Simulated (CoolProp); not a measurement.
Computed with CoolProp (reference Helmholtz-energy equation of state, Lemmon 2006). It is a short technical equation, of lower accuracy than the large ones.

**Question.** For nitrous oxide, give the phase and the Joule-Thomson coefficient (K/MPa) at -21.95 °C and 2.41 bar; -51.15 °C and 0.204 bar; 207.85 °C and 105 bar.

**Answer.** 
- -21.95 °C and 2.41 bar: gas; Joule-Thomson coefficient 16.6
- -51.15 °C and 0.204 bar: gas; Joule-Thomson coefficient 22.3
- 207.85 °C and 105 bar: supercritical; Joule-Thomson coefficient 3.18
